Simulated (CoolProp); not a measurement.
Values from CoolProp's reference Helmholtz-energy equation of state, Kamei 1995.

Q: For R22, give the phase and the density (kg/m³), cp (kJ/(kg K)), viscosity (µPa s) at 265.1 K and 4250 kPa; 480.4 K and 4250 kPa.

A: 
- 265.1 K and 4250 kPa: liquid; density 1320, cp 1.13, viscosity 199
- 480.4 K and 4250 kPa: gas; density 104, cp 0.949, viscosity 22.4

Viscosity comes from a separate model (Bell 2016), an estimate that may be off by 10 % or more.
